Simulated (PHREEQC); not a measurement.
A solution holds 11 mmol/kgw KH2PO4 and 0.88 mmol/kgw KOH, at 25 °C. Closed to the air; pH follows from the charge balance.

The numbers come from PHREEQC with the ion-association model, phreeqc.dat.

Question: The ionic strength comes out as 0.0127 mol/kgw. What activity coefficients do H2PO4-, HPO4-2, KHPO4-, H+, K+ get?

Answer: H2PO4- 0.90, HPO4-2 0.64, KHPO4- 0.90, H+ 0.91, K+ 0.89.

This is a speciation only: nothing precipitates in the calculation.
